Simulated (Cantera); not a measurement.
A freely propagating, adiabatic, planar premixed flame of CH4 : C2H6 : O2 : N2 : H2O = 1 : 0.11 : 1.59 : 5.98 : 1.9 (molar parts), equivalence ratio 1.5, unburnt at 650 K and 6.61 atm; unity-Lewis-number transport, grid criteria slope 0.08 and curve 0.16, no radiation.

Detailed kinetics in Cantera: GRI-Mech 3.0 (53 species, 325 reactions). Unity Lewis numbers drop preferential diffusion, which matters most where H2 and H carry the flame. Burning velocities carry a grid error of a few per cent, more on coarse grids.

**Question.** Predict: laminar burning velocity; thermal thickness; peak x(CH3); peak x(HCN).

**Answer.** 
| Quantity | Result |
|---|---|
| laminar burning velocity | 14.8 cm/s |
| thermal thickness | 0.338 mm |
| peak x(CH3) | 0.000662 |
| peak x(HCN) | 2.03e-6 |
